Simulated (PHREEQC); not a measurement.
Make-up at 25 °C: 0.13 mol H2SO4, 0.00012 mol FeCl3 and 0.00017 mol CuCl2 per kg of water. Closed to the air; pH follows from the charge balance.

Computed with PHREEQC (ion-association model, phreeqc.dat).

Precipitation was switched off in this run.

**Question.** Predict the pH, ionic strength.

**Answer.** pH 0.91; ionic strength 0.175 mol/kgw.

**Question.** In which forms is S present?

**Answer.** HSO4- 83 %, SO4-2 17 % of the S.

Complexes and solids missing from the database can't appear.
